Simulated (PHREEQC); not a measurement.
A made-up water analysis in mmol/kgw, 20 °C, pH 1.95, pe 8.2:

```json
[
 {"constituent": "Na", "mmol/kgw": "6.03"},
 {"constituent": "K", "mmol/kgw": "26.9"},
 {"constituent": "Ca", "mmol/kgw": "8.83"},
 {"constituent": "Mg", "mmol/kgw": "0.373"},
 {"constituent": "Cl", "mmol/kgw": "11.6"},
 {"constituent": "S(6)", "mmol/kgw": "30.6"},
 {"constituent": "Cu(2)", "mmol/kgw": "0.013"},
 {"constituent": "Zn", "mmol/kgw": "0.0104"},
 {"constituent": "Pb", "mmol/kgw": "0.0575"}
]
```

Valence states are taken as typed.

All values are PHREEQC results (ion-association model, phreeqc.dat), not measurements.

Q: The ionic strength comes out as 0.0802 mol/kgw. What activity coefficients do Na+, Zn+2, NaSO4-, CaHSO4+, Cl- get?

A: Na+ 0.80, Zn+2 0.41, NaSO4- 0.80, CaHSO4+ 0.80, Cl- 0.78.

No solid was allowed to form. Saturation is exceeded, for instance for Anglesite; the values hold only as long as no solid forms. Species that the database lacks are ignored.
